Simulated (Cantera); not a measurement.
A closed system holds: 1 mol SiCl₄, 0.36 mol H₂, 1.5 mol HCl, held at 750 K and 100000 Pa.

Cantera equilibrium calculation (NASA polynomials, part measured and part estimated; ideal gas, pure solids and liquids). Candidate condensed phases: Si; 19 gas species. Rates play no part.

What is the equilibrium state?


```json
{
 "x(HCl)": "0.525",
 "x(SiCl₄)": "0.350",
 "x(H₂)": "0.126",
 "x(SiHCl₃)": "3.80e-5",
 "gas_amount": "2.860 mol",
 "log10 activity of Si(s) (absent)": "-12.75"
}
```
